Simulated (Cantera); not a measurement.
## Stirred combustor or abatement burner

A perfectly stirred reactor is fed with H₂ : O₂ : N₂ : H₂O = 1 : 0.862 : 3.24 : 0.017 (molar parts), at 10.0 bar; it is adiabatic with a 550 K inlet, and is followed from long to short residence time, starting on the burning branch (τ in s: 0.033, 0.016, 0.0081, 0.004, 0.002, 0.00098, 0.00048, 0.00024, 0.00012, 5.9e-05, 2.9e-05, 1.4e-05, 7.1e-06).

Model: GRI-Mech 3.0 (53 species, 325 reactions), integrated in Cantera. The hydrogen kinetics of GRI-Mech 3.0 are dated; newer H2 mechanisms differ, most at raised pressure.

```json
[
 {"τ (s)": "0.033", "T (K)": "2005", "x H₂": "9.80e-5", "x O₂": "0.0779", "x H₂O₂": "3.86e-7", "x HO₂": "3.90e-6", "x OH": "0.00144"},
 {"τ (s)": "0.016", "T (K)": "2005", "x H₂": "0.000120", "x O₂": "0.0779", "x H₂O₂": "4.06e-7", "x HO₂": "4.18e-6", "x OH": "0.00150"},
 {"τ (s)": "0.0081", "T (K)": "2004", "x H₂": "0.000159", "x O₂": "0.0779", "x H₂O₂": "4.39e-7", "x HO₂": "4.68e-6", "x OH": "0.00161"},
 {"τ (s)": "0.0040", "T (K)": "2003", "x H₂": "0.000229", "x O₂": "0.0779", "x H₂O₂": "5.00e-7", "x HO₂": "5.65e-6", "x OH": "0.00179"},
 {"τ (s)": "0.0020", "T (K)": "2001", "x H₂": "0.000344", "x O₂": "0.0779", "x H₂O₂": "5.97e-7", "x HO₂": "7.36e-6", "x OH": "0.00206"},
 {"τ (s)": "0.00098", "T (K)": "1997", "x H₂": "0.000537", "x O₂": "0.0778", "x H₂O₂": "7.47e-7", "x HO₂": "1.04e-5", "x OH": "0.00245"},
 {"τ (s)": "0.00048", "T (K)": "1992", "x H₂": "0.000848", "x O₂": "0.0778", "x H₂O₂": "9.58e-7", "x HO₂": "1.56e-5", "x OH": "0.00297"},
 {"τ (s)": "0.00024", "T (K)": "1985", "x H₂": "0.00133", "x O₂": "0.0777", "x H₂O₂": "1.23e-6", "x HO₂": "2.37e-5", "x OH": "0.00360"},
 {"τ (s)": "0.00012", "T (K)": "1974", "x H₂": "0.00208", "x O₂": "0.0778", "x H₂O₂": "1.59e-6", "x HO₂": "3.66e-5", "x OH": "0.00435"},
 {"τ (s)": "5.9e-5", "T (K)": "1957", "x H₂": "0.00328", "x O₂": "0.0779", "x H₂O₂": "2.04e-6", "x HO₂": "5.68e-5", "x OH": "0.00524"},
 {"τ (s)": "2.9e-5", "T (K)": "1932", "x H₂": "0.00515", "x O₂": "0.0782", "x H₂O₂": "2.61e-6", "x HO₂": "8.76e-5", "x OH": "0.00620"},
 {"τ (s)": "1.4e-5", "T (K)": "1894", "x H₂": "0.00818", "x O₂": "0.0790", "x H₂O₂": "3.36e-6", "x HO₂": "0.000134", "x OH": "0.00713"},
 {"τ (s)": "7.1e-6", "T (K)": "1841", "x H₂": "0.0127", "x O₂": "0.0807", "x H₂O₂": "4.34e-6", "x HO₂": "0.000196", "x OH": "0.00776"}
]
```
x: mole fraction; the columns are a selection and need not sum to one.
